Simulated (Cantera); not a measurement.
Charge: 1 mol SO2, 2.9 mol H2, equilibrated at 2900 °C and 770000 Pa.

Equilibrium computed with Cantera from the NASA thermochemical tables; the gas is ideal and each condensed phase is pure. Candidate condensed phases: H2O, H2SO4, S; 19 gas species. Equilibrium is a limit: real reactors are often held back by kinetics, nucleation or transport.

Base state: H2 0.358, H2O 0.332, SO 0.0769, H 0.0563, SO2 0.0459, SH 0.0379, S2 0.0302, S 0.0256 (mole fractions); condensed: gas only.

**Question.** What changes in the equilibrium state with this change: pressure from 770000 Pa to 100000 Pa?

**Answer.** 
```csv
species,before,after
H2,0.358,0.340
H2O,0.332,0.232
H,0.0563,0.152
SO,0.0769,0.0978
O,0.00186,0.0105
H2S,0.0137,0.00293
S2,0.0302,0.0118
OH,0.0197,0.0391
S,0.0256,0.0444
SH,0.0379,0.0231
SO2,0.0459,0.0428
O2,0.000676,0.00280
S2O,0.00105,0.000301
```

**Question.** What changes in the equilibrium state with this change: temperature from 2900 °C to 2250 °C?

**Answer.** 
| species | before | after |
|---|---|---|
| H2O | 0.332 | 0.460 |
| H2 | 0.358 | 0.316 |
| S2 | 0.0302 | 0.0694 |
| H | 0.0563 | 0.00563 |
| SO | 0.0769 | 0.0280 |
| OH | 0.0197 | 0.00174 |
| S | 0.0256 | 0.00458 |
| H2S | 0.0137 | 0.0441 |
| SH | 0.0379 | 0.0265 |
| SO2 | 0.0459 | 0.0426 |
| O | 0.00186 | 2.04e-5 |
| O2 | 0.000676 | 1.22e-5 |
| S2O | 0.00105 | 0.00201 |
